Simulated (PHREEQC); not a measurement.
Consider water at 20 °C with 0.15 mol/kgw Na2CO3 and 0.001 mol/kgw NaCl. Closed to the air; pH follows from the charge balance.

Computed with PHREEQC (ion-association model, wateq4f.dat).

This is a speciation only: nothing precipitates in the calculation.

### Question
Estimate the pH.

### Answer
pH 11.43.

### Question
In which forms is Na present?

### Answer
Na+ 77 %, NaCO3- 23 % of the Na.

Complexes and solids missing from the database can't appear.
